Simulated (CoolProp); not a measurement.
Saturated liquid density (kg/m³) of chlorine: the reference equation beside estimates from Tc = 416.9 K, pc = 7.642 MPa, ω = 0.070. Rackett uses Z = 0.29056 − 0.08775 ω.

The numbers come from the reference Helmholtz-energy equation of state, Thol 2021 in CoolProp.

```json
[
 {"T (K)": "272.3", "reference": "1470", "Rackett": "1392", "van der Waals": "927.3", "Redlich-Kwong": "1355", "Soave-Redlich-Kwong": "1356", "Peng-Robinson": "1534"},
 {"T (K)": "278.4", "reference": "1452", "Rackett": "…", "van der Waals": "916.7", "Redlich-Kwong": "1337", "Soave-Redlich-Kwong": "1338", "Peng-Robinson": "1514"},
 {"T (K)": "284.4", "reference": "1435", "Rackett": "1360", "van der Waals": "906.0", "Redlich-Kwong": "1318", "Soave-Redlich-Kwong": "1320", "Peng-Robinson": "1494"},
 {"T (K)": "290.4", "reference": "1417", "Rackett": "1344", "van der Waals": "895.0", "Redlich-Kwong": "1298", "Soave-Redlich-Kwong": "1302", "Peng-Robinson": "1474"},
 {"T (K)": "296.4", "reference": "1398", "Rackett": "1328", "van der Waals": "883.7", "Redlich-Kwong": "1278", "Soave-Redlich-Kwong": "1283", "Peng-Robinson": "1453"},
 {"T (K)": "302.4", "reference": "1379", "Rackett": "1311", "van der Waals": "872.1", "Redlich-Kwong": "1258", "Soave-Redlich-Kwong": "1263", "Peng-Robinson": "1430"},
 {"T (K)": "308.5", "reference": "1360", "Rackett": "1293", "van der Waals": "860.0", "Redlich-Kwong": "1236", "Soave-Redlich-Kwong": "1242", "Peng-Robinson": "1407"},
 {"T (K)": "314.5", "reference": "1340", "Rackett": "1276", "van der Waals": "847.6", "Redlich-Kwong": "1214", "Soave-Redlich-Kwong": "1220", "Peng-Robinson": "1383"},
 {"T (K)": "320.5", "reference": "1320", "Rackett": "1257", "van der Waals": "834.9", "Redlich-Kwong": "1191", "Soave-Redlich-Kwong": "1198", "Peng-Robinson": "1358"},
 {"T (K)": "326.5", "reference": "1300", "Rackett": "1239", "van der Waals": "821.7", "Redlich-Kwong": "1167", "Soave-Redlich-Kwong": "1175", "Peng-Robinson": "1332"},
 {"T (K)": "332.6", "reference": "1278", "Rackett": "…", "van der Waals": "807.9", "Redlich-Kwong": "1142", "Soave-Redlich-Kwong": "1151", "Peng-Robinson": "1305"},
 {"T (K)": "338.6", "reference": "1256", "Rackett": "1199", "van der Waals": "793.7", "Redlich-Kwong": "1117", "Soave-Redlich-Kwong": "1126", "Peng-Robinson": "1276"},
 {"T (K)": "344.6", "reference": "1233", "Rackett": "1178", "van der Waals": "778.9", "Redlich-Kwong": "1090", "Soave-Redlich-Kwong": "1099", "Peng-Robinson": "1246"},
 {"T (K)": "350.6", "reference": "1210", "Rackett": "1156", "van der Waals": "763.4", "Redlich-Kwong": "1062", "Soave-Redlich-Kwong": "…", "Peng-Robinson": "1215"},
 {"T (K)": "356.6", "reference": "1185", "Rackett": "1133", "van der Waals": "747.2", "Redlich-Kwong": "1033", "Soave-Redlich-Kwong": "1043", "Peng-Robinson": "1182"}
]
```

Problem. Fill in the missing entries.

Solution. 
- 278.4, Rackett: 1376
- 332.6, Rackett: 1219
- 350.6, Soave-Redlich-Kwong: 1072

Absolute difference from the reference over all 15 rows, mean and median: Rackett 4.8 and 4.8 %, van der Waals 36.8 and 36.8 %, Redlich-Kwong 9.8 and 9.4 %, Soave-Redlich-Kwong 9.3 and 9.0 %, Peng-Robinson 2.8 and 3.2 %.
